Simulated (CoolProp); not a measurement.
The fluid at 298.15 K and 1.72 MPa expands adiabatically to 0.159 MPa with isentropic efficiency 0.7. The same conditions are run with several fluids, on thermodynamics alone (safety and materials aside).

Values from CoolProp's reference Helmholtz-energy equation of state of each fluid (oxygen: Schmidt 1985; R13: Platzer 1990; carbon monoxide: Lemmon 2006; ethylene: Smukala 2000; CH3F (R41): Lemmon 2006). The equations of Platzer and Polt are older, rougher fits.

Q: Rank oxygen, R13, carbon monoxide, ethylene, CH3F (R41) by work (kJ/kg), highest first.

A: carbon monoxide (106), ethylene (105), oxygen (92.3), CH3F (R41) (83.5), R13 (29.6)

```tsv
fluid	final temperature (K)	final phase	final density (kg/m³)
oxygen	193.3	gas	3.18
R13	227.8	gas	9.10
carbon monoxide	193.1	gas	2.79
ethylene	205.0	gas	2.69
CH3F (R41)	203.4	two-phase, vapour fraction 0.975	3.48
```
